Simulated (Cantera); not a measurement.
Adiabatic ignition

An adiabatic, constant-pressure homogeneous reactor starts with 14.1 % CH₄, 3.80 % CO, 15.8 % O₂, 66.4 % N₂, equivalence ratio 1.9, at 1300 K and 10.9 atm.

Cantera simulation using GRI-Mech 3.0 (53 species, 325 reactions); the numbers are that mechanism's predictions, not measurements.

```json
[
 {"t (s)": "2.00e-6", "T (K)": "1300", "x CH₄": "0.141", "x CO": "0.0380", "x O₂": "0.158", "x OH": "6.41e-10", "x N₂O": "<1e-12", "x C₂H₆": "2.00e-11"},
 {"t (s)": "6.32e-6", "T (K)": "1300", "x CH₄": "0.141", "x CO": "0.0380", "x O₂": "0.158", "x OH": "1.33e-9", "x N₂O": "<1e-12", "x C₂H₆": "7.82e-10"},
 {"t (s)": "2.00e-5", "T (K)": "1300", "x CH₄": "0.141", "x CO": "0.0380", "x O₂": "0.158", "x OH": "3.47e-9", "x N₂O": "3.60e-12", "x C₂H₆": "3.93e-8"},
 {"t (s)": "6.32e-5", "T (K)": "1300", "x CH₄": "0.141", "x CO": "0.0380", "x O₂": "0.158", "x OH": "8.61e-9", "x N₂O": "1.90e-11", "x C₂H₆": "1.89e-6"},
 {"t (s)": "0.000200", "T (K)": "1300", "x CH₄": "0.141", "x CO": "0.0380", "x O₂": "0.157", "x OH": "1.36e-8", "x N₂O": "8.99e-11", "x C₂H₆": "2.52e-5"},
 {"t (s)": "0.000632", "T (K)": "1303", "x CH₄": "0.140", "x CO": "0.0379", "x O₂": "0.157", "x OH": "2.42e-8", "x N₂O": "4.74e-10", "x C₂H₆": "0.000141"},
 {"t (s)": "0.00200", "T (K)": "1329", "x CH₄": "0.136", "x CO": "0.0384", "x O₂": "0.154", "x OH": "1.50e-7", "x N₂O": "5.22e-9", "x C₂H₆": "0.00110"},
 {"t (s)": "0.00632", "T (K)": "2406", "x CH₄": "1.02e-9", "x CO": "0.134", "x O₂": "1.50e-6", "x OH": "0.000345", "x N₂O": "8.74e-9", "x C₂H₆": "<1e-12"},
 {"t (s)": "0.0200", "T (K)": "2406", "x CH₄": "1.01e-9", "x CO": "0.134", "x O₂": "1.50e-6", "x OH": "0.000346", "x N₂O": "7.18e-9", "x C₂H₆": "<1e-12"},
 {"t (s)": "0.0632", "T (K)": "2406", "x CH₄": "1.01e-9", "x CO": "0.134", "x O₂": "1.50e-6", "x OH": "0.000346", "x N₂O": "7.16e-9", "x C₂H₆": "<1e-12"},
 {"t (s)": "0.200", "T (K)": "2406", "x CH₄": "1.01e-9", "x CO": "0.134", "x O₂": "1.50e-6", "x OH": "0.000346", "x N₂O": "7.16e-9", "x C₂H₆": "<1e-12"},
 {"t (s)": "0.632", "T (K)": "2406", "x CH₄": "1.01e-9", "x CO": "0.134", "x O₂": "1.50e-6", "x OH": "0.000346", "x N₂O": "7.16e-9", "x C₂H₆": "<1e-12"},
 {"t (s)": "2.00", "T (K)": "2406", "x CH₄": "1.01e-9", "x CO": "0.134", "x O₂": "1.50e-6", "x OH": "0.000346", "x N₂O": "7.16e-9", "x C₂H₆": "<1e-12"}
]
```
x: mole fraction; the columns are a selection and need not sum to one.

```json
{
 "time_of_steepest_temperature_rise": "2.85 ms",
 "temperature at 2.00 s": "2406 K",
 "equilibrium_temperature": "2406 K",
 "x(CH₄) at 2.00 s": "1.01e-9 (gas-phase equilibrium 1.13e-9)",
 "x(CO) at 2.00 s": "0.134 (gas-phase equilibrium 0.134)",
 "x(O₂) at 2.00 s": "1.50e-6 (gas-phase equilibrium 1.50e-6)"
}
```
